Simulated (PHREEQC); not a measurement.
A PHREEQC input (ion-association model, phreeqc.dat):

```
SOLUTION 1
  temp 298.15
  units mg/L
  pH 7.44
  pe 9.2
  Na 104
  K 0.368
  Ca 269
  Mg 42.5
  Cl 576
  S(6) 168 as SO4
  Alkalinity 88.5 as HCO3
  Ba 1.23
  Si 0.796 as SiO2
  Zn 4.17
  B 0.108
END
USE solution 1
EQUILIBRIUM_PHASES 1
  CO2(g) -2.5 10
END
```

It stops with these messages:

```
WARNING: Maximum iterations exceeded, 100
WARNING: Maximum iterations exceeded, 100
WARNING: The program has failed to converge to a numerical solution.
ERROR:           Alkalinity has not converged. Total: 1.452188e-03	Calculated: -1.683966e-06	Residual: 1.453872e-03
ERROR: Is non-carbonate alkalinity greater than total alkalinity?
ERROR:                    B has not converged. Total: 1.000330e-05	Calculated: 1.252694e-05	Residual: -2.523641e-06
ERROR:                   Ba has not converged. Total: 8.967127e-06	Calculated: 7.512850e-06	Residual: 1.454277e-06
ERROR:                   Ca has not converged. Total: 6.720008e-03	Calculated: 7.184602e-03	Residual: -4.645941e-04
ERROR:                   Cl has not converged. Total: 1.626727e-02	Calculated: 1.444851e-02	Residual: 1.818759e-03
ERROR:                    K has not converged. Total: 9.423106e-06	Calculated: 8.195091e-06	Residual: 1.228015e-06
ERROR:                   Mg has not converged. Total: 1.750304e-03	Calculated: 9.786112e-04	Residual: 7.716928e-04
ERROR:                   Na has not converged. Total: 4.529428e-03	Calculated: 6.527962e-03	Residual: -1.998533e-03
ERROR:                 S(6) has not converged. Total: 1.751031e-03	Calculated: 1.368608e-03	Residual: 3.824234e-04
ERROR:                   Si has not converged. Total: 1.326470e-05	Calculated: 1.355060e-05	Residual: -2.859060e-07
ERROR:                   Zn has not converged. Total: 6.387087e-05	Calculated: 2.643924e-06	Residual: 6.122694e-05
ERROR:               A(H2O) Activity of water has not converged. 	Residual: 1.600051e+01
ERROR: Model failed to converge for initial solution  1.
```

Problem. Why does the run stop?

Solution. The fault: the temperature typed in kelvin. The line should read `temp 25` where the input has `temp 298.15`. With the mend the run ends at pH 7.38 and ionic strength 0.0294 mol/kgw.
